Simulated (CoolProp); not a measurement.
A single-stage vapour-compression cycle with the fluid: evaporating at 222.15 K (dew point), condensing at 281.15 K (bubble point), superheat 10 K, subcooling 0 K, compressor efficiency 0.75, no pressure losses. The same conditions are run with several fluids, on thermodynamics alone (safety and materials aside).

The numbers come from the reference Helmholtz-energy equation of state of each fluid (isobutane: Bücker 2006; carbonyl sulfide: Lemmon 2006; nitrous oxide: Lemmon 2006; R407C: Lemmon 2003; R115: Lemmon 2016; R404A: Lemmon 2003) in CoolProp. Blends and air are pseudo-pure fits.

```tsv
fluid	cooling COP	pressure ratio	discharge temperature (K)	refrigerating effect (kJ/kg)	volumetric capacity (kJ/m³)
isobutane	2.24	13.0	316.9	282	136
carbonyl sulfide	?	8.40	?	?	755
nitrous oxide	1.85	6.12	381.2	219	3380
R407C	1.89	15.4	355.2	177	383
R115	2.00	9.72	298.6	78.5	373
R404A	2.05	10.1	?	133	537
```

**Question.** Fill in the missing entries.

**Answer.** 
- carbonyl sulfide, cooling COP: 2.19
- carbonyl sulfide, discharge temperature (K): 396.5
- carbonyl sulfide, refrigerating effect (kJ/kg): 243
- R404A, discharge temperature (K): 320.9
